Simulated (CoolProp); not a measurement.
Vapour-liquid equilibrium of R152A (1) + R227EA (2) at 67.5 kPa; x and y are mole fractions of (1).

The numbers come from the multi-fluid Helmholtz-energy mixture model, Outcalt 1996 and Lemmon 2016; pair parameters Bell 2016 in CoolProp.

```csv
x,bubble temperature (K),y at the bubble point,dew temperature at overall composition x (K),liquid density (mol/L)
0.05,247.6,0.061,247.6,9.473
0.15,246.9,0.192,247.1,9.917
0.25,246.0,0.324,246.5,10.40
0.35,245.0,0.446,245.8,10.91
0.45,244.0,0.556,245.0,11.47
0.55,243.1,0.651,244.1,12.07
0.65,242.3,0.736,243.1,12.73
0.75,241.6,0.812,242.2,13.45
0.85,241.0,0.885,241.3,14.24
0.95,240.5,0.960,240.6,15.11
```

No azeotrope shows between x = 0.05 and 0.95.

Pair parameters are fitted to limited data, so mixtures are less certain than the pure fluids. The gap from Raoult's law changes sign with composition, which may be real or a fault of the pair parameters; it wasn't checked against measurements.
